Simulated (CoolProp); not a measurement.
Saturation properties of ethylene.

Model: reference Helmholtz-energy equation of state, Smukala 2000, in CoolProp.

```csv
T (°C),p (MPa),liquid cp (kJ/(kg K)),vapour Z,surface tension (mN/m)
-78.65,0.3611,2.498,0.9189,12.2
-74.45,0.4317,2.521,0.9082,11.5
-70.25,0.5121,2.547,0.8966,10.8
-65.95,0.6053,2.578,0.8840,10.1
-61.75,0.7078,2.613,0.8707,9.48
-57.55,0.8225,2.652,0.8565,8.82
-53.25,0.9534,2.699,0.8410,8.16
-49.05,1.095,2.752,0.8249,7.52
-44.85,1.252,2.812,0.8077,6.89
-40.55,1.428,2.885,0.7890,6.26
-36.35,1.617,2.969,0.7695,5.64
-32.05,1.829,3.071,0.7482,5.03
-27.85,2.054,3.192,0.7260,4.43
```

It boils at -103.8 °C under 1 atm.

Surface tension comes from a separate correlation (Mulero 2012).
